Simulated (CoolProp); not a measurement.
Saturation properties of C3F8 (R218).

Values from CoolProp's reference Helmholtz-energy equation of state, Lemmon 2006. It is a short technical equation, of lower accuracy than the large ones.

| T (K) | p (bar) | liquid density (kg/m³) | vapour density (kg/m³) | enthalpy of vaporisation (kJ/kg) |
|---|---|---|---|---|
| 253.4 | … | 1543 | 20.14 | 98.56 |
| 257.6 | 2.417 | 1525 | 23.47 | 96.82 |
| 261.7 | 2.806 | … | 27.12 | 95.06 |
| 265.9 | 3.252 | 1488 | 31.32 | 93.19 |
| 270.1 | 3.749 | 1469 | 36.04 | 91.26 |
| 274.2 | 4.288 | 1450 | 41.19 | 89.31 |
| 278.4 | … | 1429 | 47.08 | 87.22 |
| 282.6 | 5.571 | 1408 | 53.68 | 85.04 |

Q: Fill in the missing entries.

A: 
- 253.4, p (bar): 2.063
- 261.7, liquid density (kg/m³): 1507
- 278.4, p (bar): 4.898

It boils at 236.4 K under 1 atm.
